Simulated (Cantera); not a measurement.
Cantera with NASA thermochemical tables; ideal gases at 1 bar, condensed phases pure. Values are per mole of reaction as written; species without (g) are pure solids or liquids, kept so even where they would boil at 1 bar. VN: taken at fixed stoichiometry.

V₂O₄ + 2 N(g) → N₂O(g) + V₂O₃, with ΔH° = -655.4 kJ and ΔS° = -92.0 J/K at 300 K.

Task: How far is the shortcut ΔG° ≈ ΔH°(300 K) − T·ΔS°(300 K) from the full temperature-dependent value at 1075, 1100, 1125, 1150, 1175, 1200 K?

Result: 
```tsv
T (K)	shortcut (kJ)	full (kJ)	difference (kJ)	difference in log10 K
1075	-556.4	-528.2	-28.2	1.37
1100	-554.1	-524.8	-29.3	1.39
1125	-551.8	-521.4	-30.4	1.41
1150	-549.5	-518.0	-31.5	1.43
1175	-547.2	-514.6	-32.6	1.45
1200	-544.9	-511.2	-33.7	1.47
```
The shortcut ignores the heat-capacity change of the reaction.
